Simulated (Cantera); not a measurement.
A closed system holds: 1 mol Fe3O4, a varied amount of H2, 31 mol N2, equilibrated at 2198.15 K and 9.90 bar.

Method: chemical equilibrium by Gibbs-energy minimisation in Cantera with the NASA 1993 tables (ideal gas, pure condensed phases). Candidate condensed phases: Fe, FeO, Fe(OH)2, Fe(OH)3, Fe2O3, Fe3O4, H2O; 27 gas species. Kinetics and transport are ignored.

**Question.** What share of the Fe ends up in condensed phases as a function of n(H2) (mol), at 310, 370, 450, 540, 650, 780, 930, 1100, 1300, 1600, 1900?

**Answer.** 
| n(H2) (mol) | Fe condensed (%) | as |
|---|---|---|
| 310 | 96.9 | Fe(l) |
| 370 | 96.3 | Fe(l) |
| 450 | 95.6 | Fe(l) |
| 540 | 94.7 | Fe(l) |
| 650 | 93.7 | Fe(l) |
| 780 | 92.5 | Fe(l) |
| 930 | 91.2 | Fe(l) |
| 1100 | 89.6 | Fe(l) |
| 1300 | 87.8 | Fe(l) |
| 1600 | 85.0 | Fe(l) |
| 1900 | 82.2 | Fe(l) |
